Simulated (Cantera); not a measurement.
An isothermal, constant-pressure homogeneous reactor starts with C₂H₆ : N₂ = 1 : 5.1 (molar parts), at 1275 K and 10.00 Torr. Integrator tolerance rtol = 1e-08.

Cantera simulation using GRI-Mech 3.0 (53 species, 325 reactions); the numbers are that mechanism's predictions, not measurements. GRI-Mech 3.0 stops at C3 and has no aromatics, soot or wall deposition, so with more carbon than oxygen in the feed, carbon stays in small species such as C2H2 where larger ones or solid carbon would form. Radical loss at walls, strong at low pressure, is not modelled.

**Question.** What does this change do: temperature 1275 to 1375 K?

**Answer.** 
```tsv
quantity	before	after
x(C₂H₆) at 9.00 s	3.68e-6 (gas-phase equilibrium 2.05e-7)	3.94e-6 (gas-phase equilibrium 2.19e-8)
x(C₂H₂) at 9.00 s	0.0809 (gas-phase equilibrium 0.0781)	0.104 (gas-phase equilibrium 0.0763)
x(CH₄) at 9.00 s	0.0426 (gas-phase equilibrium 0.00639)	0.0506 (gas-phase equilibrium 0.00164)
x(C₂H) at 9.00 s	2.19e-10 (gas-phase equilibrium 3.73e-10)	2.75e-9 (gas-phase equilibrium 3.72e-9)
x(CH₃) at 9.00 s	6.10e-6 (gas-phase equilibrium 1.64e-6)	3.31e-5 (gas-phase equilibrium 1.98e-6)
x(HCN) at 9.00 s	3.89e-9 (gas-phase equilibrium 0.0843)	3.83e-8 (gas-phase equilibrium 0.0926)
x(C₂H₄) at 9.00 s	0.0302 (gas-phase equilibrium 0.000988)	0.000621 (gas-phase equilibrium 0.000274)
```

**Question.** What does this change do: N2 5.1 to 22 parts?

**Answer.** 
```json
[
 {"quantity": "x(C₂H₆) at 9.00 s", "before": "3.68e-6 (gas-phase equilibrium 2.05e-7)", "after": "4.95e-7 (gas-phase equilibrium 4.75e-9)"},
 {"quantity": "x(C₂H₂) at 9.00 s", "before": "0.0809 (gas-phase equilibrium 0.0781)", "after": "0.0279 (gas-phase equilibrium 0.0164)"},
 {"quantity": "x(CH₄) at 9.00 s", "before": "0.0426 (gas-phase equilibrium 0.00639)", "after": "0.0109 (gas-phase equilibrium 0.000562)"},
 {"quantity": "x(C₂H) at 9.00 s", "before": "2.19e-10 (gas-phase equilibrium 3.73e-10)", "after": "1.25e-10 (gas-phase equilibrium 1.36e-10)"},
 {"quantity": "x(CH₃) at 9.00 s", "before": "6.10e-6 (gas-phase equilibrium 1.64e-6)", "after": "2.60e-6 (gas-phase equilibrium 2.50e-7)"},
 {"quantity": "x(HCN) at 9.00 s", "before": "3.89e-9 (gas-phase equilibrium 0.0843)", "after": "2.05e-8 (gas-phase equilibrium 0.0465)"},
 {"quantity": "x(C₂H₄) at 9.00 s", "before": "0.0302 (gas-phase equilibrium 0.000988)", "after": "0.00739 (gas-phase equilibrium 6.91e-5)"}
]
```
